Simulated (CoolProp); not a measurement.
Saturated liquid density (kg/m³) of ethanol: the reference equation beside estimates from Tc = 241.6 °C, pc = 6.268 MPa, ω = 0.644.

Computed with CoolProp (reference Helmholtz-energy equation of state, Schroeder 2014).

```json
[
 {"T (°C)": "59.25", "reference": "754.7", "van der Waals": "402.5", "Redlich-Kwong": "588.9", "Peng-Robinson": "(withheld)"},
 {"T (°C)": "75.55", "reference": "739.2", "van der Waals": "392.5", "Redlich-Kwong": "571.5", "Peng-Robinson": "705.7"},
 {"T (°C)": "91.85", "reference": "722.7", "van der Waals": "382.0", "Redlich-Kwong": "552.8", "Peng-Robinson": "687.5"},
 {"T (°C)": "108.15", "reference": "704.9", "van der Waals": "370.9", "Redlich-Kwong": "532.9", "Peng-Robinson": "667.2"},
 {"T (°C)": "124.45", "reference": "685.2", "van der Waals": "(withheld)", "Redlich-Kwong": "(withheld)", "Peng-Robinson": "644.3"},
 {"T (°C)": "140.75", "reference": "663.2", "van der Waals": "346.0", "Redlich-Kwong": "488.2", "Peng-Robinson": "618.4"},
 {"T (°C)": "157.05", "reference": "638.3", "van der Waals": "(withheld)", "Redlich-Kwong": "462.9", "Peng-Robinson": "588.7"},
 {"T (°C)": "173.35", "reference": "610.1", "van der Waals": "316.3", "Redlich-Kwong": "(withheld)", "Peng-Robinson": "554.1"},
 {"T (°C)": "189.65", "reference": "(withheld)", "van der Waals": "298.7", "Redlich-Kwong": "403.2", "Peng-Robinson": "513.1"}
]
```

Problem. Fill in the missing entries.

Solution. 
- 59.25, Peng-Robinson: 722.0
- 124.45, van der Waals: 358.9
- 124.45, Redlich-Kwong: 511.5
- 157.05, van der Waals: 331.9
- 173.35, Redlich-Kwong: 434.8
- 189.65, reference: 578.1

Absolute difference from the reference over all 9 rows, mean and median: van der Waals 47.6 and 47.6 %, Redlich-Kwong 25.6 and 25.4 %, Peng-Robinson 6.7 and 6.0 %.
